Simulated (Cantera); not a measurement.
**CH3F + H2 (fluorocarbon and chlorocarbon gases)**

Charge: 1 mol CH3F, 0.15 mol H2, held at 85000 Pa.

Method: chemical equilibrium by Gibbs-energy minimisation in Cantera with the NASA 1993 tables (ideal gas, pure condensed phases). Candidate condensed phases: C, C6H6, C7H8, C8H18; 95 gas species. The numbers say what is thermodynamically allowed, not how fast it happens.

| T (°C) | x H2 | x HF | x H | x C2H2 (acetylene) | n C(graphite) |
|---|---|---|---|---|---|
| 1052 | 0.533 | 0.466 | 1.29e-6 | 4.53e-7 | 0.997 |
| 1252 | 0.534 | 0.465 | 1.88e-5 | 6.46e-6 | 0.999 |
| 1452 | 0.534 | 0.465 | 0.000147 | 4.92e-5 | 0.999 |
| 1652 | 0.534 | 0.465 | 0.000758 | 0.000244 | 0.999 |
| 1852 | 0.532 | 0.464 | 0.00287 | 0.000891 | 0.996 |
| 2052 | 0.526 | 0.463 | 0.00865 | 0.00257 | 0.989 |
| 2252 | 0.512 | 0.460 | 0.0218 | 0.00615 | 0.973 |
| 2452 | 0.486 | 0.454 | 0.0472 | 0.0125 | 0.943 |
| 2652 | 0.443 | 0.443 | 0.0900 | 0.0220 | 0.891 |
| 2852 | 0.380 | 0.426 | 0.153 | 0.0335 | 0.806 |
x: gas mole fraction; n: condensed amount in mol.

From 1052 °C to 2852 °C the condensed part is C(graphite). The main C-bearing gas is CH4 at 1052 °C and C2H2 (acetylene) at 2852 °C.
